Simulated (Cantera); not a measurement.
Charge: 1 mol AlN, 0.056 mol H2, equilibrated at 2350 °C and 0.100 bar.

Equilibrium computed with Cantera from the NASA thermochemical tables; the gas is ideal and each condensed phase is pure. Candidate condensed phases: Al, AlN; 13 gas species. Kinetics and transport are ignored.

Base state: Al 0.633, N2 0.319, H2 0.0239, H 0.0206, AlH 0.00305, Al2 0.00102 (mole fractions); condensed: gas only.

**Question.** What changes in the equilibrium state with this change: temperature from 2350 °C to 1477 °C?

**Answer.** 
```json
[
 {"species": "H2", "before": "0.0239", "after": "0.999"},
 {"species": "H", "before": "0.0206", "after": "0.000735"},
 {"species": "Al", "before": "0.633", "after": "0.000240"},
 {"species": "N2", "before": "0.319", "after": "0.000140"},
 {"species": "Al2", "before": "0.00102", "after": "7.77e-9"},
 {"species": "AlH", "before": "0.00305", "after": "3.97e-5"},
 {"species": "AlN(s), mol", "before": "0", "after": "1.000"}
]
```

**Question.** What changes in the equilibrium state with this change: H2 from 0.056 to 8 mol?

**Answer.** 
```
species   before    after
-------  -------  -------
H2        0.0239    0.737
H         0.0206    0.114
Al         0.633   0.0967
N2         0.319   0.0497
Al2      0.00102  2.39e-5
AlH      0.00305  0.00259
```
